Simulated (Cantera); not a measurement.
A closed system holds: 1 mol trisilylamine, 13 mol N2, at 0.435 Torr.

Equilibrium computed with Cantera from the NASA thermochemical tables; the gas is ideal and each condensed phase is pure. Candidate condensed phases: Si, Si3N4; 18 gas species. The feed counts by its element totals alone. The tables' values for SiN are old estimates; treat these amounts as uncertain. Gases not in the tables: Si2H6 and higher silanes. Rates play no part.

log p: log10 of the partial pressure in bar; n: condensed amount in mol.

```
T (K)  log p N2  log p H2  log p Si  log p H  log p Si2  log p SiH  n Si(l)
-----  --------  --------  --------  -------  ---------  ---------  -------
1725      -3.36     -3.84     -5.99    -5.65        [?]      -7.76     2.97
1750      -3.36     -3.85     -5.82    -5.56        [?]      -7.62     2.95
1775      -3.36     -3.85     -5.66    -5.46        [?]      -7.49     2.93
1800      -3.37     -3.85     -5.50    -5.37        [?]      -7.37     2.89
1825      -3.37     -3.85     -5.34    -5.28        [?]      -7.24     2.85
1850      -3.37     -3.86     -5.19    -5.20        [?]      -7.12     2.78
1875      -3.37     -3.86     -5.04    -5.11        [?]      -7.01     2.69
1900      -3.37     -3.87     -4.90    -5.03        [?]      -6.89     2.57
1925      -3.38     -3.87     -4.76    -4.96        [?]      -6.79     2.41
1950      -3.39     -3.88     -4.62    -4.88        [?]      -6.68     2.18
1975      -3.39     -3.90     -4.49    -4.81        [?]      -6.58     1.86
2000      -3.40     -3.91     -4.36    -4.74        [?]      -6.49     1.43
2025      -3.42     -3.93     -4.23    -4.68        [?]      -6.39    0.836
```

Task: Complete the blanks.

Result: 
- 1725, log p Si2: -8.32
- 1750, log p Si2: -8.11
- 1775, log p Si2: -7.91
- 1800, log p Si2: -7.72
- 1825, log p Si2: -7.53
- 1850, log p Si2: -7.35
- 1875, log p Si2: -7.17
- 1900, log p Si2: -6.99
- 1925, log p Si2: -6.83
- 1950, log p Si2: -6.66
- 1975, log p Si2: -6.50
- 2000, log p Si2: -6.35
- 2025, log p Si2: -6.19
